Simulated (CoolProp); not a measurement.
Aqueous magnesium chloride as a coolant, at 4 °C, 1 atm.

Computed with CoolProp (Melinder's fits for secondary coolants).

| mass % | freezing point (°C) | Prandtl number | viscosity (mPa s) | conductivity (W/(m K)) | density (kg/m³) |
|---|---|---|---|---|---|
| 3.4 | -2.0 | 13.0 | 1.84 | 0.563 | 1029 |
| 5.8 | -3.6 | 13.5 | 1.97 | 0.558 | 1050 |
| 8.1 | -5.9 | 14.5 | 2.18 | 0.553 | … |
| 10.4 | -8.9 | 16.2 | 2.49 | 0.547 | 1092 |
| 12.8 | -12.7 | 18.2 | 2.87 | 0.540 | 1113 |
| 15.1 | -17.0 | 19.9 | 3.22 | 0.534 | 1134 |
| 17.4 | -21.9 | 21.5 | 3.56 | … | 1156 |
| 19.8 | -28.1 | 24.9 | 4.22 | 0.521 | 1179 |
| 22.1 | -35.8 | 36.6 | 6.31 | … | 1203 |
| 24.4 | -46.6 | 91.4 | 16.0 | 0.502 | 1231 |
| 26.8 | -63.3 | 682 | 119 | 0.482 | … |

Task: What belongs in the gaps?

Result: 
- 8.1, density (kg/m³): 1071
- 17.4, conductivity (W/(m K)): 0.528
- 22.1, conductivity (W/(m K)): 0.513
- 26.8, density (kg/m³): 1265
